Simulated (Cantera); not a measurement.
A closed system holds: 1 mol Al, 1.5 mol H2O, 1.9 mol H2, 7 mol HCl, equilibrated at 1548 K and 1.50 Torr.

Equilibrium computed with Cantera from the NASA thermochemical tables; the gas is ideal and each condensed phase is pure. Candidate condensed phases: Al, AlCl3, Al2O3, H2O; 29 gas species. The tables' values for AlCl2 are old estimates; treat these amounts as uncertain. Kinetics and transport are ignored.

Base state: HCl 0.670, H2 0.327, H2O 0.00140, AlCl3 0.000848, Cl 0.000644, H 0.000394, AlCl2 5.77e-5, AlCl 2.56e-5 (mole fractions); condensed: Al2O3(s).

Question: What changes in the equilibrium state with this change: H2O from 1.5 to 0.4 mol?

Answer: 
| species | before | after |
|---|---|---|
| HCl | 0.670 | 0.547 |
| H2 | 0.327 | 0.371 |
| AlCl3 | 0.000848 | 0.0715 |
| AlCl | 2.56e-5 | 0.00369 |
| AlCl2 | 5.77e-5 | 0.00635 |
| H2O | 0.00140 | 4.84e-5 |
| Al2O3(s), mol | 0.495 | 0.133 |
